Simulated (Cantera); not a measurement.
Input: 1 mol AlCl3, 160 mol NH3, 16 mol H2, at 0.00950 bar.

Method: chemical equilibrium by Gibbs-energy minimisation in Cantera with the NASA 1993 tables (ideal gas, pure condensed phases). Candidate condensed phases: Al, AlCl3, AlN, NH4Cl; 20 gas species. The tables' values for AlCl2 are old estimates; treat these amounts as uncertain. Kinetics and transport are ignored. All values below are at 1300 °C.

Base state: H2 0.754, N2 0.237, HCl 0.00583, AlCl 0.00288, H 0.000362, AlCl2 6.87e-5 (mole fractions); condensed: gas only.

**Question.** What changes in the equilibrium state with this change: AlCl3 replaced by Al(CH3)3?

**Answer.** 
| species | before | after |
|---|---|---|
| H2 | 0.754 | 0.765 |
| N2 | 0.237 | 0.233 |
| HCN | 0 | 0.000730 |
| HCl | 0.00583 | 0 |
| AlCl | 0.00288 | 0 |
| AlCl2 | 6.87e-5 | 0 |
| C2H2 (acetylene) | 0 | 1.58e-5 |
| HNC | 0 | 1.54e-5 |
| CH4 | 0 | 1.02e-5 |
| H | 0.000362 | 0.000365 |
| AlN(s), mol | 0 | 0.999 |
| C(graphite), mol | 0 | 2.73 |
The feed counts by its element totals alone. Further candidate phases: C, C6H6, C7H8, C8H18.
